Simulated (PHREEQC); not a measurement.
**Silver or lead bath**

A solution holds 0.0019 mol/kgw PbCl2, 0.00099 mol/kgw KBr and 0.28 mol/kgw Zn(NO3)2, at 25 °C. Closed to the air; pH follows from the charge balance.

Model: ion-association model, phreeqc.dat, run in PHREEQC.

Each row changes one thing in this solution. This is a speciation only: nothing precipitates in the calculation.

```tsv
case	pH	Cl- (mol/kgw)	PbNO3+ (mol/kgw)	Pb+2 (mol/kgw)	ZnCl+ (mol/kgw)	PbCl+ (mol/kgw)	SI of Pb(OH)2 (Pb(OH)2)	SI of Sylvite (KCl)
as made	5.12	0.00332	0.00127	0.000599	0.000451	2.21e-5	-1.62	-6.81
KBr from 0.00099 to 0.000198 mol/kgw	5.11	0.00332	0.00127	0.000602	0.000451	2.22e-5	-1.62	-7.51
temperature from 25 to 80 °C	4.41	0.00200	0.00119	0.000655	0.00176	3.96e-5	-1.44	-7.31
diluted 2-fold with water	5.20	0.00174	0.000472	0.000466	0.000150	8.34e-6	-1.64	-7.33
temperature from 25 to 40 °C	4.90	0.00303	0.00125	0.000611	0.000741	2.83e-5	-1.55	-6.93
```

The ionic strength passes 0.7 mol/kgw, the rough limit of the ion-association models, in as made; KBr from 0.00099 to 0.000198 mol/kgw; temperature from 25 to 80 °C; temperature from 25 to 40 °C. Away from 25 °C the constants follow the database's enthalpies or fits; those with neither stay at their 25 °C values.
